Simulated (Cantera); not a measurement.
Thermodynamics of boron, boron nitride and boron oxide, feed B₂O₃ + NH₃

A closed system holds: 1 mol B₂O₃, a varied amount of NH₃, at 1577 °C and 23.0 mbar.

These are equilibrium values from Cantera (NASA tables, ideal gas, pure condensed phases), not measurements of a reactor. Candidate condensed phases: B, BN, B₂O₃, B₃O₃H₃, H₂O; 39 gas species. Kinetics and transport are ignored.

From 0.1 mol NH₃ to 0.58 mol NH₃ the condensed part is B₂O₃(l). From 0.89 mol NH₃ to 18 mol NH₃ nothing is condensed. The main B-bearing gas is B₂O₃ throughout.

```json
[
 {"n(NH₃) (mol)": "0.1", "x H₂": "0.385", "x B₂O₃": "0.293", "x N₂": "0.153", "x HBO₂": "0.0909", "x HBO": "0.0485", "x B₂O₂": "0.0212", "n B₂O₃(l)": "0.874"},
 {"n(NH₃) (mol)": "0.16", "x H₂": "0.385", "x B₂O₃": "0.293", "x N₂": "0.153", "x HBO₂": "0.0909", "x HBO": "0.0485", "x B₂O₂": "0.0212", "n B₂O₃(l)": "0.798"},
 {"n(NH₃) (mol)": "0.24", "x H₂": "0.385", "x B₂O₃": "0.293", "x N₂": "0.153", "x HBO₂": "0.0909", "x HBO": "0.0485", "x B₂O₂": "0.0212", "n B₂O₃(l)": "0.696"},
 {"n(NH₃) (mol)": "0.37", "x H₂": "0.385", "x B₂O₃": "0.293", "x N₂": "0.153", "x HBO₂": "0.0909", "x HBO": "0.0485", "x B₂O₂": "0.0212", "n B₂O₃(l)": "0.532"},
 {"n(NH₃) (mol)": "0.58", "x H₂": "0.385", "x B₂O₃": "0.293", "x N₂": "0.153", "x HBO₂": "0.0909", "x HBO": "0.0485", "x B₂O₂": "0.0212", "n B₂O₃(l)": "0.267"},
 {"n(NH₃) (mol)": "0.89", "x H₂": "0.407", "x B₂O₃": "0.268", "x N₂": "0.160", "x HBO₂": "0.0881", "x HBO": "0.0484", "x B₂O₂": "0.0200", "n B₂O₃(l)": "0"},
 {"n(NH₃) (mol)": "1.4", "x H₂": "0.486", "x B₂O₃": "0.184", "x N₂": "0.184", "x HBO₂": "0.0757", "x HBO": "0.0462", "x B₂O₂": "0.0153", "n B₂O₃(l)": "0"},
 {"n(NH₃) (mol)": "2.1", "x H₂": "0.547", "x B₂O₃": "0.126", "x N₂": "0.201", "x HBO₂": "0.0634", "x HBO": "0.0424", "x B₂O₂": "0.0114", "n B₂O₃(l)": "0"},
 {"n(NH₃) (mol)": "3.3", "x H₂": "0.602", "x B₂O₃": "0.0785", "x N₂": "0.216", "x HBO₂": "0.0501", "x HBO": "0.0368", "x B₂O₂": "0.00783", "n B₂O₃(l)": "0"},
 {"n(NH₃) (mol)": "5", "x H₂": "0.641", "x B₂O₃": "0.0489", "x N₂": "0.227", "x HBO₂": "0.0392", "x HBO": "0.0313", "x B₂O₂": "0.00531", "n B₂O₃(l)": "0"},
 {"n(NH₃) (mol)": "7.7", "x H₂": "0.671", "x B₂O₃": "0.0289", "x N₂": "0.234", "x HBO₂": "0.0295", "x HBO": "0.0257", "x B₂O₂": "0.00341", "n B₂O₃(l)": "0"},
 {"n(NH₃) (mol)": "12", "x H₂": "0.694", "x B₂O₃": "0.0161", "x N₂": "0.239", "x HBO₂": "0.0214", "x HBO": "0.0204", "x B₂O₂": "0.00209", "n B₂O₃(l)": "0"},
 {"n(NH₃) (mol)": "18", "x H₂": "0.709", "x B₂O₃": "0.00916", "x N₂": "0.243", "x HBO₂": "0.0156", "x HBO": "0.0162", "x B₂O₂": "0.00129", "n B₂O₃(l)": "0"}
]
```
x: gas mole fraction; n: condensed amount in mol.
